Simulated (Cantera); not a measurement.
Charge: 1 mol CCl4, 0.49 mol HCl, 0.11 mol H2, equilibrated at 2198 K and 1.10 mbar.

Equilibrium computed with Cantera from the NASA thermochemical tables; the gas is ideal and each condensed phase is pure. Candidate condensed phases: C, C6H6, C7H8, C8H18; 91 gas species. Equilibrium is a limit: real reactors are often held back by kinetics, nucleation or transport.

Base state: Cl 0.843, HCl 0.153, H 0.00372, H2 0.000491, Cl2 0.000361 (mole fractions); condensed: C(graphite).

### Question
What changes in the equilibrium state with this change: temperature from 2198 K to 3273.15 K?

### Answer
```tsv
species	before	after
Cl	0.843	0.762
H	0.00372	0.119
C	1.34e-6	0.0846
HCl	0.153	0.00128
C2	1.84e-7	0.0126
C3	2.11e-6	0.0199
C4	<1e-9	2.35e-5
C5	1.41e-9	2.25e-5
C2H	3.25e-7	0.000109
Cl2	0.000361	2.95e-6
CCl	2.81e-7	3.01e-5
C(graphite), mol	1.000	0
```
The tables' values for CCl are old estimates; treat these amounts as uncertain.
